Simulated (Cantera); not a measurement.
Charge: 1 mol (CH₃)₂SiCl₂, 0.12 mol C₂H₄, 2.4 mol H₂, equilibrated at 700 °C.

Method: chemical equilibrium by Gibbs-energy minimisation in Cantera with the NASA 1993 tables (ideal gas, pure condensed phases). Candidate condensed phases: C, C₆H₆, C₇H₈, C₈H₁₈, Si, SiC; 109 gas species. The feed counts by its element totals alone. The tables' values for SiCl₃ are old estimates; treat these amounts as uncertain. Rates play no part.

log p: log10 of the partial pressure in bar; n: condensed amount in mol.

```json
[
 {"P (Pa)": "100", "log p H₂": "-3.13", "log p HCl": "-3.64", "log p CH₄": "-7.14", "log p SiCl₄": "-4.73", "n C(graphite)": "1.36", "n SiC(s)": "0.876"},
 {"P (Pa)": "270", "log p H₂": "[?]", "log p HCl": "[?]", "log p CH₄": "[?]", "log p SiCl₄": "[?]", "n C(graphite)": "1.42", "n SiC(s)": "0.823"},
 {"P (Pa)": "720", "log p H₂": "-2.24", "log p HCl": "-2.91", "log p CH₄": "-5.38", "log p SiCl₄": "-3.60", "n C(graphite)": "1.47", "n SiC(s)": "0.770"},
 {"P (Pa)": "1900", "log p H₂": "-1.81", "log p HCl": "-2.57", "log p CH₄": "-4.51", "log p SiCl₄": "-3.10", "n C(graphite)": "1.51", "n SiC(s)": "0.723"},
 {"P (Pa)": "5200", "log p H₂": "-1.37", "log p HCl": "-2.22", "log p CH₄": "-3.62", "log p SiCl₄": "-2.59", "n C(graphite)": "1.53", "n SiC(s)": "0.678"},
 {"P (Pa)": "14000", "log p H₂": "[?]", "log p HCl": "[?]", "log p CH₄": "[?]", "log p SiCl₄": "[?]", "n C(graphite)": "1.52", "n SiC(s)": "0.640"},
 {"P (Pa)": "37000", "log p H₂": "-0.51", "log p HCl": "-1.56", "log p CH₄": "-1.92", "log p SiCl₄": "-1.65", "n C(graphite)": "1.44", "n SiC(s)": "0.607"},
 {"P (Pa)": "100000", "log p H₂": "-0.10", "log p HCl": "-1.23", "log p CH₄": "-1.10", "log p SiCl₄": "-1.17", "n C(graphite)": "1.20", "n SiC(s)": "0.576"}
]
```

Q: What belongs in the gaps?

A: 
- 270, log p H₂: -2.68
- 270, log p HCl: -3.27
- 270, log p CH₄: -6.25
- 270, log p SiCl₄: -4.14
- 14000, log p H₂: -0.93
- 14000, log p HCl: -1.88
- 14000, log p CH₄: -2.75
- 14000, log p SiCl₄: -2.11
